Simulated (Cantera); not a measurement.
Stirred combustor or abatement burner

A perfectly stirred reactor is fed with 3.07 % CO, 0.705 % H₂, 3.07 % CH₄, 19.6 % O₂, 73.6 % N₂, equivalence ratio 0.41, at 1.50 bar; it is adiabatic with a 623 K inlet, and is followed from long to short residence time, starting on the burning branch (τ in s: 0.022, 0.011, 0.0053, 0.0026, 0.0013, 0.00064, 0.00031, 0.00015, 7.6e-05, 3.7e-05, 1.8e-05, 9.1e-06).

Cantera simulation using GRI-Mech 3.0 (53 species, 325 reactions); the numbers are that mechanism's predictions, not measurements.

```
τ (s)    T (K)      x CO      x H₂     x CH₄   x C₂H₆     x NO    x HCN    x NO₂
-------  -----  --------  --------  --------  -------  -------  -------  -------
0.022     1617  0.000888   7.92e-5   2.44e-5  1.16e-9  5.26e-6  1.40e-9  2.77e-8
0.011     1610   0.00143  0.000125   3.78e-5  1.92e-9  4.43e-6  1.54e-9  2.16e-8
0.0053    1600   0.00236  0.000202   6.07e-5  3.28e-9  3.54e-6  1.80e-9  1.54e-8
0.0026    1583   0.00387  0.000319   9.81e-5  5.80e-9  2.81e-6  2.34e-9  1.07e-8
0.0013    1558   0.00634  0.000495  0.000163  1.14e-8  2.24e-6  3.32e-9  7.60e-9
0.00064   1515    0.0108  0.000784  0.000305  3.05e-8  1.66e-6  5.04e-9  5.22e-9
0.00031   1421    0.0208   0.00149  0.000856  2.60e-7  6.86e-7  7.61e-9  2.62e-9
0.00015    623    0.0307   0.00705    0.0307   <1e-12   <1e-12   <1e-12   <1e-12
7.6e-5     623    0.0307   0.00705    0.0307   <1e-12   <1e-12   <1e-12   <1e-12
3.7e-5     623    0.0307   0.00705    0.0307   <1e-12   <1e-12   <1e-12   <1e-12
1.8e-5     623    0.0307   0.00705    0.0307   <1e-12   <1e-12   <1e-12   <1e-12
9.1e-6     623    0.0307   0.00705    0.0307   <1e-12   <1e-12   <1e-12   <1e-12
```
x: mole fraction; the columns are a selection and need not sum to one.
